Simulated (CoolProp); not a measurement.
Properties of R245ca along the isotherm 176.85 °C.

The numbers come from the reference Helmholtz-energy equation of state, Zhou 2016 in CoolProp.

```tsv
p (MPa)	phase	speed of sound (m/s)	Joule-Thomson coefficient (K/MPa)
0.0316	gas	171.3	7.388
0.0649	gas	170.9	7.415
0.133	gas	169.9	7.470
0.274	gas	168.1	7.588
0.562	gas	164.1	7.850
1.15	gas	155.5	8.492
2.37	gas	134.2	10.57
4.87	supercritical	146.5	3.227
10	supercritical	289.3	0.5779
```
